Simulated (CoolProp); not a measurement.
Vapour-liquid equilibrium of propylene (1) + 1-butene (2) at 52.25 °C; x and y are mole fractions of (1).

Values from CoolProp's multi-fluid Helmholtz-energy mixture model, Lemmon 2013 and Lemmon 2005; pair parameters Bell 2016.

### Question
Give the bubble pressure and the first vapour's composition at x = 0.125, 0.2, 0.35. Is there an azeotrope?

### Answer
x = 0.125: 0.7948 MPa, y = 0.276; x = 0.2: 0.8961 MPa, y = 0.398; x = 0.35: 1.105 MPa, y = 0.581. No azeotrope shows between x = 0.05 and 0.95.

Pair parameters are fitted to limited data, so mixtures are less certain than the pure fluids.
